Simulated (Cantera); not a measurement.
An isothermal, constant-pressure homogeneous reactor starts with CH4 : H2 = 1 : 50 (molar parts), at 1773 K and 20.0 Torr.

Model: GRI-Mech 3.0 (53 species, 325 reactions), integrated in Cantera. GRI-Mech 3.0 stops at C3 and has no aromatics, soot or wall deposition, so with more carbon than oxygen in the feed, carbon stays in small species such as C2H2 where larger ones or solid carbon would form. Radical loss at walls, strong at low pressure, is not modelled.

x: mole fraction; the columns are a selection and need not sum to one.

| t (s) | x CH4 | x H2 | x C2H2 | x H | x C2H6 | x CH3 |
|---|---|---|---|---|---|---|
| 1.00e-6 | 0.0196 | 0.980 | <1e-12 | ? | <1e-12 | 3.04e-8 |
| 3.98e-6 | 0.0196 | 0.980 | <1e-12 | ? | <1e-12 | 1.16e-7 |
| 1.59e-5 | 0.0196 | 0.980 | <1e-12 | ? | <1e-12 | 4.08e-7 |
| 6.32e-5 | 0.0196 | 0.980 | <1e-12 | ? | 1.59e-12 | 1.31e-6 |
| 0.000252 | 0.0196 | 0.980 | <1e-12 | ? | 7.04e-11 | 4.67e-6 |
| 0.00100 | 0.0196 | 0.980 | 2.63e-10 | ? | 2.45e-9 | 1.80e-5 |
| 0.00399 | 0.0195 | 0.980 | 9.13e-8 | ? | 4.87e-8 | 7.07e-5 |
| 0.0159 | 0.0193 | 0.980 | 2.62e-5 | ? | 5.16e-7 | 0.000263 |
| 0.0633 | 0.0170 | 0.980 | 0.000974 | ? | 1.24e-6 | 0.000502 |
| 0.252 | 0.0105 | 0.983 | 0.00430 | 0.00156 | 5.23e-7 | 0.000335 |
| 1.00 | 0.00384 | 0.987 | 0.00765 | 0.00167 | 7.63e-8 | 0.000131 |
| 4.00 | 0.00103 | 0.988 | 0.00908 | 0.00173 | 5.84e-9 | 3.64e-5 |

### Question
Some entries are withheld; supply them.

### Answer

- 1.00e-6, x H: 3.15e-8
- 3.98e-6, x H: 1.30e-7
- 1.59e-5, x H: 5.73e-7
- 6.32e-5, x H: 2.60e-6
- 0.000252, x H: 1.09e-5
- 0.00100, x H: 4.40e-5
- 0.00399, x H: 0.000175
- 0.0159, x H: 0.000662
- 0.0633, x H: 0.00143
